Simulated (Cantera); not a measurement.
# Low-pressure radical oxidation in H2/O2

A perfectly stirred reactor is fed with 8.76 % H2, 91.2 % O2, equivalence ratio 0.048, at 10.00 Torr; it is held at 1300 K, and followed from long to short residence time.

Model: the H2/O2 subset of GRI-Mech 3.0, which has no nitrogen chemistry, integrated in Cantera. Radical loss at walls, strong at low pressure, is not modelled. The temperature is held fixed by assumption; the heat of reaction is taken as removed at once.

| τ (s) | x H2 | x O2 | x O | x OH | x HO2 |
|---|---|---|---|---|---|
| 8.2 | 7.62e-5 | 0.907 | 0.00112 | 0.00118 | 7.94e-7 |
| 2.0 | 0.000188 | 0.905 | 0.00284 | 0.00187 | 1.43e-6 |
| 0.49 | 0.000447 | 0.900 | 0.00695 | 0.00292 | 2.27e-6 |
| 0.12 | 0.00101 | 0.890 | 0.0158 | 0.00440 | 3.14e-6 |
| 0.029 | 0.00205 | 0.873 | 0.0302 | 0.00609 | 3.75e-6 |
| 0.0070 | 0.00391 | 0.859 | 0.0420 | 0.00759 | 4.01e-6 |
| 0.0017 | 0.00889 | 0.856 | 0.0420 | 0.00926 | 4.11e-6 |
x: mole fraction; the columns are a selection and need not sum to one.
